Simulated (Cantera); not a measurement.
Charge: 1 mol SiCl₄, 0.9 mol C₂H₄, 810 mol H₂, held at 2148 K and 13000 Pa.

Method: chemical equilibrium by Gibbs-energy minimisation in Cantera with the NASA 1993 tables (ideal gas, pure condensed phases). Candidate condensed phases: C, C₆H₆, C₇H₈, C₈H₁₈, Si, SiC; 109 gas species. Gases not in the tables: Si₂H₆ and higher silanes. Equilibrium is a limit: real reactors are often held back by kinetics, nucleation or transport.

Base state: H₂ 0.983, H 0.0115, HCl 0.00482, C₂H₂ (acetylene) 0.000656, Si 0.000261, SiH 4.59e-5, Cl 4.12e-5, SiH₂ 3.53e-5 (mole fractions); condensed: SiC(s).

### Question
What changes in the equilibrium state with this change: pressure from 13000 Pa to 133 Pa?

### Answer
| species | before | after |
|---|---|---|
| H₂ | 0.983 | 0.886 |
| H | 0.0115 | 0.107 |
| HCl | 0.00482 | 0.00426 |
| Si | 0.000261 | 0.00108 |
| CH₄ | 2.19e-5 | 2.36e-7 |
| SiH₂ | 3.53e-5 | 1.35e-6 |
| Cl | 4.12e-5 | 0.000378 |
| SiC₂ | 7.15e-6 | 4.95e-5 |
| Si₂C | 1.28e-5 | 2.91e-6 |
| SiC(s), mol | 0.680 | 0 |

### Question
What changes in the equilibrium state with this change: temperature from 2148 K to 1473 K?

### Answer
```tsv
species	before	after
H₂	0.983	0.995
HCl	0.00482	0.00492
CH₄	2.19e-5	0.000378
H	0.0115	3.50e-5
C₂H₂ (acetylene)	0.000656	6.47e-6
SiH₂	3.53e-5	6.84e-9
Si	0.000261	<1e-9
SiH	4.59e-5	<1e-9
SiC(s), mol	0.680	1.000
C(graphite), mol	0	0.482
```
